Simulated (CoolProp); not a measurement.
Values from CoolProp's reference Helmholtz-energy equation of state, Platzer 1990. This equation is an older, rougher fit.

Q: For c-C4F8 (RC318), give the phase and the cp (kJ/(kg K)), conductivity (mW/(m K)) at 500 K and 1.08 MPa.

A: 
- 500 K and 1.08 MPa: gas; cp 1.06, conductivity 27.0

Thermal conductivity comes from a separate model (Huber 2003), an estimate that may be off by 10 % or more.
